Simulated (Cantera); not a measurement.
A freely propagating, adiabatic, planar premixed flame of CH4 : C2H6 : C3H8 : O2 : N2 : CO2 = 1 : 0.33 : 1 : 6.27 : 23.6 : 9.6 (molar parts), unburnt at 300 K and 0.220 bar; mixture-averaged transport, grid criteria slope 0.08 and curve 0.16, no radiation.

Model: GRI-Mech 3.0 (53 species, 325 reactions), integrated in Cantera. Burning velocities carry a grid error of a few per cent, more on coarse grids.

**Question.** What does this change do: C3H8 1 to 0.79 parts?

**Answer.** 
| quantity | before | after |
|---|---|---|
| laminar burning velocity | 11.1 cm/s | 14.9 cm/s |
| thermal thickness | 4.00 mm | 3.28 mm |
| peak x(C2H) | 1.41e-7 | 9.25e-8 |
| peak x(CH2O) | 0.000894 | 0.000928 |
| peak x(CH2) | 1.08e-5 | 1.07e-5 |

**Question.** What does this change do: O2 6.27 to 7.9 parts?

**Answer.** 
```
quantity                     before      after
------------------------  ---------  ---------
laminar burning velocity  11.1 cm/s  27.1 cm/s
thermal thickness           4.00 mm    2.24 mm
peak x(C2H)                 1.41e-7    2.16e-7
peak x(CH2O)               0.000894    0.00119
peak x(CH2)                 1.08e-5    1.88e-5
```
